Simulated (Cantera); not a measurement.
# Silicon oxide and oxynitride deposition: Si2H6 + NO

Input: 1 mol Si2H6, 0.62 mol NO, at 69.0 mbar.

Equilibrium computed with Cantera from the NASA thermochemical tables; the gas is ideal and each condensed phase is pure. Candidate condensed phases: H2O, Si, SiO2, Si2N2O, Si3N4; 35 gas species. The feed counts by its element totals alone. Mutual solubility and eutectic melting of coexisting phases are not modelled. The tables' values for SiN are old estimates; treat these amounts as uncertain. The tables hold silica as quartz up to 1696 K and as liquid above; real silica turns to tridymite and cristobalite and melts near 1996 K. Gases not in the tables: Si2H6 and higher silanes. Rates play no part.

At 798 K the condensed part is Si(s) + SiO2(α-quartz) + Si2N2O(s). From 898 K to 1598 K the condensed part is Si(s) + SiO2(β-quartz) + Si2N2O(s). From 1698 K to 1898 K the condensed part is Si(l) + Si2N2O(s). At 1998 K the condensed part is Si(l). The main Si-bearing gas is SiH4 at 798 K and SiO at 1998 K.

| T (K) | x H2 | x SiO | x N2 | x H | x Si | x SiH | x SiH2 | x Si2N | n Si(s) | n SiO2(α-quartz) | n Si2N2O(s) | n SiO2(β-quartz) | n Si(l) |
|---|---|---|---|---|---|---|---|---|---|---|---|---|---|
| 798 | 1.00 | <1e-12 | <1e-12 | 1.01e-11 | <1e-12 | <1e-12 | <1e-12 | <1e-12 | 1.23 | 0.155 | 0.310 | 0 | 0 |
| 898 | 1.00 | 6.51e-11 | <1e-12 | 4.17e-10 | <1e-12 | <1e-12 | 3.45e-12 | <1e-12 | 1.23 | 0 | 0.310 | 0.155 | 0 |
| 998 | 1.00 | 6.94e-9 | <1e-12 | 8.19e-9 | <1e-12 | <1e-12 | 8.84e-11 | <1e-12 | 1.23 | 0 | 0.310 | 0.155 | 0 |
| 1098 | 1.00 | 3.12e-7 | <1e-12 | 9.42e-8 | <1e-12 | 2.52e-12 | 1.25e-9 | <1e-12 | 1.23 | 0 | 0.310 | 0.155 | 0 |
| 1198 | 1.000 | 7.34e-6 | 6.44e-11 | 7.24e-7 | 1.87e-11 | 7.45e-11 | 1.14e-8 | <1e-12 | 1.22 | 0 | 0.310 | 0.155 | 0 |
| 1298 | 1.000 | 0.000105 | 2.75e-9 | 4.08e-6 | 5.89e-10 | 1.30e-9 | 7.39e-8 | <1e-12 | 1.22 | 0 | 0.310 | 0.155 | 0 |
| 1398 | 0.999 | 0.00102 | 6.81e-8 | 1.80e-5 | 1.13e-8 | 1.49e-8 | 3.65e-7 | 2.09e-12 | 1.22 | 0 | 0.310 | 0.153 | 0 |
| 1498 | 0.993 | 0.00724 | 1.09e-6 | 6.52e-5 | 1.45e-7 | 1.23e-7 | 1.45e-6 | 7.74e-11 | 1.21 | 0 | 0.310 | 0.144 | 0 |
| 1598 | 0.960 | 0.0400 | 1.23e-5 | 0.000199 | 1.36e-6 | 7.66e-7 | 4.70e-6 | 1.81e-9 | 1.16 | 0 | 0.310 | 0.0926 | 0 |
| 1698 | 0.905 | 0.0938 | 0.000200 | 0.000524 | 9.52e-6 | 3.70e-6 | 1.26e-5 | 3.90e-8 | 0 | 0 | 0.309 | 0 | 1.07 |
| 1798 | 0.895 | 0.0983 | 0.00579 | 0.00127 | 4.47e-5 | 1.27e-5 | 2.64e-5 | 6.41e-7 | 0 | 0 | 0.291 | 0 | 1.09 |
| 1898 | 0.765 | 0.156 | 0.0765 | 0.00260 | 0.000178 | 3.57e-5 | 4.40e-5 | 6.31e-6 | 0 | 0 | 0.0106 | 0 | 1.37 |
| 1998 | 0.758 | 0.157 | 0.0786 | 0.00532 | 0.000616 | 9.61e-5 | 7.96e-5 | 1.56e-5 | 0 | 0 | 0 | 0 | 1.38 |
x: gas mole fraction; n: condensed amount in mol.
